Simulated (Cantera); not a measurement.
A Cantera script and its output.

```python
import numpy as np
import cantera as ct

gas = ct.Solution("gri30.yaml")


def delay(T, t_max=10):
    gas.TPX = T, 280000, {'CH4': 1, 'CO': 0.13, 'O2': 1.29, 'N2': 5.03}
    reactor = ct.IdealGasReactor(gas, clone=False)
    net = ct.ReactorNet([reactor])
    net.rtol, net.atol = 1e-8, 1e-16
    while net.time < t_max:
        t_old, T_old = net.time, reactor.T
        net.step()
        if reactor.T > T + 400:  # ignition: a rise of 400 K
            return t_old + (T + 400 - T_old) / (reactor.T - T_old) * (net.time - t_old)
    return np.nan


taus = []
for T in [1025, 1125, 1225, 1325, 1425, 1525, 1625, 1725]:
    taus.append(delay(T))
    print(f"T0 = {T:6g} K   tau = {taus[-1]:.4e} s")
```

Result:

```
T0 =   1025 K   tau = 4.1929e-01 s
T0 =   1125 K   tau = 8.0710e-02 s
T0 =   1225 K   tau = 1.8689e-02 s
T0 =   1325 K   tau = 5.0082e-03 s
T0 =   1425 K   tau = 1.5077e-03 s
T0 =   1525 K   tau = 5.0556e-04 s
T0 =   1625 K   tau = 1.9071e-04 s
T0 =   1725 K   tau = 8.1710e-05 s
```

Computed with Cantera and GRI-Mech 3.0 (53 species, 325 reactions).
